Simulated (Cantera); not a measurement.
Equilibrium for nitride etching: AlN + HCl

Input: 1 mol AlN, 35 mol HCl, at 0.0480 bar.

These are equilibrium values from Cantera (NASA tables, ideal gas, pure condensed phases), not measurements of a reactor. Candidate condensed phases: Al, AlCl3, AlN, NH4Cl; 20 gas species. The tables' values for AlCl2 are old estimates; treat these amounts as uncertain. The numbers say what is thermodynamically allowed, not how fast it happens.

| T (°C) | x HCl | x H2 | x AlCl3 | x Cl | x N2 | x AlCl2 |
|---|---|---|---|---|---|---|
| 452 | 0.915 | 0.0429 | 0.0271 | 2.06e-12 | 0.0143 | 1.27e-12 |
| 552 | 0.914 | 0.0429 | 0.0284 | 1.63e-10 | 0.0143 | 8.75e-11 |
| 652 | 0.914 | 0.0429 | 0.0285 | 5.06e-9 | 0.0143 | 2.31e-9 |
| 752 | 0.914 | 0.0429 | 0.0286 | 8.09e-8 | 0.0143 | 3.17e-8 |
| 852 | 0.914 | 0.0429 | 0.0286 | 7.95e-7 | 0.0143 | 2.72e-7 |
| 952 | 0.914 | 0.0429 | 0.0286 | 5.41e-6 | 0.0143 | 1.63e-6 |
| 1052 | 0.914 | 0.0429 | 0.0286 | 2.76e-5 | 0.0143 | 7.38e-6 |
| 1152 | 0.914 | 0.0429 | 0.0285 | 0.000113 | 0.0143 | 2.70e-5 |
| 1252 | 0.914 | 0.0430 | 0.0285 | 0.000382 | 0.0143 | 8.29e-5 |
| 1352 | 0.913 | 0.0432 | 0.0283 | 0.00111 | 0.0143 | 0.000221 |
| 1452 | 0.910 | 0.0438 | 0.0280 | 0.00285 | 0.0143 | 0.000523 |
| 1552 | 0.905 | 0.0451 | 0.0272 | 0.00654 | 0.0142 | 0.00112 |
| 1652 | 0.896 | 0.0473 | 0.0257 | 0.0135 | 0.0142 | 0.00217 |
| 1752 | 0.880 | 0.0508 | 0.0231 | 0.0254 | 0.0140 | 0.00381 |
x: gas mole fraction; nothing condenses.

From 452 °C to 1752 °C nothing is condensed. The main Al-bearing gas is AlCl3 throughout.
